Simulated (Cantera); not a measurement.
Charge: 1 mol Si, 1.3 mol Cl2, 0.4 mol H2, equilibrated at 1.00 bar.

Equilibrium computed with Cantera from the NASA thermochemical tables; the gas is ideal and each condensed phase is pure. Candidate condensed phases: Si; 19 gas species. The tables' values for SiCl3 are old estimates; treat these amounts as uncertain. Rates play no part.

Task: At 1000 K, list the 4 most abundant gas species with their mole fractions, and the condensed phases.

Result: SiCl4 0.541, H2 0.324, SiHCl3 0.118, HCl 0.0105. Condensed: Si(s).
